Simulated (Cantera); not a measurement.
A Cantera script and its output.

```python
import numpy as np
import cantera as ct

gas = ct.Solution("gri30.yaml")
gas.TPX = 1275, 1200, {'H2': 0.014, 'O2': 1}
reactor = ct.IdealGasConstPressureReactor(gas, energy="off", clone=False)
net = ct.ReactorNet([reactor])
net.rtol, net.atol = 1e-08, 1e-18
show = ['H2', 'O2', 'O', 'H2O', 'HO2']
times = np.geomspace(0.0003, 8, 15)

steps = ct.SolutionArray(gas, extra=["t"])
rows = []
print(f"{'t/s':>10s}{'T/K':>9s}{'P/Pa':>11s}" + "".join(f"{s:>11s}" for s in show))
for t in times:
    while net.time < t:
        t_next = net.step()
        steps.append(gas.state, t=t_next)
    rows.append([np.interp(t, steps.t, y) for y in (steps.T, steps.P, *steps(*show).X.T)])
    print(f"{t:10.3e}{rows[-1][0]:9.1f}{rows[-1][1]:11.4g}" + "".join(f"{x:11.3e}" for x in rows[-1][2:]))
rate = np.gradient(steps.T, steps.t)
print("integrator steps:", len(steps.t))
if steps.T.max() > steps.T[0] + 200:
    print(f"time of steepest temperature rise: {steps.t[rate.argmax()]:.4e} s")
gas.TPX = 1275, 1200, {'H2': 0.014, 'O2': 1}
gas.equilibrate("TP")
print(f"equilibrium (TP): T = {gas.T:.1f} K  " + "  ".join(f"{s} {gas[s].X[0]:.3e}" for s in show))
```

Result:

```
       t/s      T/K       P/Pa         H2         O2          O        H2O        HO2
 3.000e-04   1275.0       1200  1.381e-02  9.862e-01  1.629e-08  7.198e-09  1.284e-08
 6.212e-04   1275.0       1200  1.381e-02  9.862e-01  6.341e-08  4.724e-08  2.663e-08
 1.286e-03   1275.0       1200  1.381e-02  9.862e-01  4.994e-07  5.156e-07  5.571e-08
 2.664e-03   1275.0       1200  1.377e-02  9.862e-01  2.424e-05  2.752e-05  1.523e-07
 5.517e-03   1275.0       1200  2.905e-03  9.764e-01  7.820e-03  8.978e-03  1.259e-06
 1.142e-02   1275.0       1200  7.879e-05  9.736e-01  1.154e-02  1.273e-02  8.105e-07
 2.366e-02   1275.0       1200  7.233e-05  9.743e-01  1.095e-02  1.279e-02  7.875e-07
 4.899e-02   1275.0       1200  6.529e-05  9.755e-01  9.824e-03  1.288e-02  7.521e-07
 1.014e-01   1275.0       1200  5.348e-05  9.774e-01  7.972e-03  1.304e-02  6.859e-07
 2.101e-01   1275.0       1200  3.708e-05  9.801e-01  5.457e-03  1.325e-02  5.748e-07
 4.350e-01   1275.0       1200  2.020e-05  9.828e-01  2.935e-03  1.347e-02  4.196e-07
 9.009e-01   1275.0       1200  8.409e-06  9.847e-01  1.210e-03  1.365e-02  2.545e-07
 1.866e+00   1275.0       1200  2.828e-06  9.856e-01  4.049e-04  1.376e-02  1.267e-07
 3.863e+00   1275.0       1200  8.541e-07  9.859e-01  1.220e-04  1.383e-02  5.385e-08
 8.000e+00   1275.0       1200  2.567e-07  9.860e-01  3.667e-05  1.386e-02  2.186e-08
integrator steps: 1220
equilibrium (TP): T = 1275.0 K  H2 7.099e-09  O2 9.861e-01  O 1.019e-06  H2O 1.390e-02  HO2 1.157e-08
```

Computed with Cantera and GRI-Mech 3.0 (53 species, 325 reactions). Radical loss at walls, strong at low pressure, is not modelled.
